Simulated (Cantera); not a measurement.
Input: 1 mol HCl, 0.036 mol O2, at 0.100 bar.

These are equilibrium values from Cantera (NASA tables, ideal gas, pure condensed phases), not measurements of a reactor. Candidate condensed phases: H2O; 14 gas species. Equilibrium is a limit: real reactors are often held back by kinetics, nucleation or transport.

x: gas mole fraction; nothing condenses.

```tsv
T (K)	x HCl	x Cl	x Cl2	x H2O	x O2	x OH
500	0.856	1.22e-10	0.0720	0.0720	3.42e-9	<1e-12
600	0.856	1.66e-8	0.0720	0.0720	3.62e-7	<1e-12
700	0.856	5.61e-7	0.0720	0.0720	1.02e-5	(withheld)
800	0.856	7.92e-6	0.0717	0.0717	0.000125	(withheld)
900	0.859	6.20e-5	0.0703	0.0703	0.000811	(withheld)
1000	0.865	0.000315	0.0658	0.0659	0.00293	(withheld)
1100	0.875	0.00116	0.0582	0.0588	0.00635	(withheld)
1200	0.886	0.00333	0.0497	0.0513	0.00991	(withheld)
1300	0.893	0.00796	0.0412	0.0452	0.0128	(withheld)
1400	0.895	0.0163	0.0329	0.0410	0.0147	(withheld)
1500	0.892	0.0290	0.0247	0.0392	0.0153	(withheld)
1600	0.883	0.0456	0.0172	0.0399	0.0146	(withheld)
1700	0.869	0.0640	0.0111	0.0430	0.0127	(withheld)
1800	0.853	0.0822	0.00677	0.0476	0.0101	(withheld)
```

### Question
Complete the blanks.

### Answer

- 700, x OH: 3.39e-12
- 800, x OH: 2.05e-10
- 900, x OH: 4.88e-9
- 1000, x OH: 5.70e-8
- 1100, x OH: 3.87e-7
- 1200, x OH: 1.78e-6
- 1300, x OH: 6.23e-6
- 1400, x OH: 1.80e-5
- 1500, x OH: 4.52e-5
- 1600, x OH: 0.000102
- 1700, x OH: 0.000210
- 1800, x OH: 0.000396
